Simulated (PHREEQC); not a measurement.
A column of 0.1 m (40 cells, dispersivity 0.005 m, 60 s a shift, diffusion coefficient 3e-10 m²/s) holds 0.00051 eq of the database's cation exchanger X per kg of pore water, first in equilibrium with 0.0075 mol (NH4)2SO4, 0.001 mol NaCl and 1e-05 mol HCl per kg of water. It is flushed with 0.53 mmol/kgw MgSO4 and 0.01 mmol/kgw HCl, at 25 °C. Values are for the last cell. CO2 from the air is kept out. Nothing may precipitate in this run.

The series has 31 steps of pore volumes, from 0 to 3.013.

Computed with PHREEQC (ion-association model, phreeqc.dat).

Question: After how many pore volumes does Mg at the outlet first reach half of its feed value?

Answer: By 1.5 pore volumes.
